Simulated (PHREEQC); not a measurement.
## Alkaline etch or developer: speciation

Solution (25 °C): 4.1 mmol/kgw NaOH, 0.35 mmol/kgw CO2 and 4.2 mmol/kgw Na2CO3. Closed to the air; pH follows from the charge balance.

Equilibrium calculation in PHREEQC: Pitzer model, pitzer.dat.

Precipitation was switched off in this run.

Problem. Estimate the pH, osmotic coefficient.

Solution. pH 11.49; osmotic coefficient 0.935.

Problem. In which forms is C present?

Solution. CO3-2 96 %, HCO3- 4.3 % of the C.
